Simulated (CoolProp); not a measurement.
A closed Brayton cycle with carbon dioxide: compressor inlet 319.15 K and 7.7 MPa, high pressure 19.5 MPa, turbine inlet 745 K, compressor efficiency 0.8, turbine efficiency 0.93, recuperator effectiveness 0.8 (on enthalpy, no pinch check). Each further row changes one setting.

Model: reference Helmholtz-energy equation of state, Span 1996, in CoolProp.

```tsv
case	thermal efficiency (%)	net work (kJ/kg)	compressor to turbine work	compressor exit (K)	turbine exit (K)
as stated	26.7	64.1	0.43	397.5	637.5
turbine inlet 695 K	25.1	55.2	0.47	397.5	591.7
compressor inlet 329.15 K	25.4	57.5	0.49	413.7	637.5
high pressure 16.6 MPa	25.2	55.7	0.41	383.4	655.7
recuperator effectiveness 0.5	19.9	64.1	0.43	397.5	637.5
```
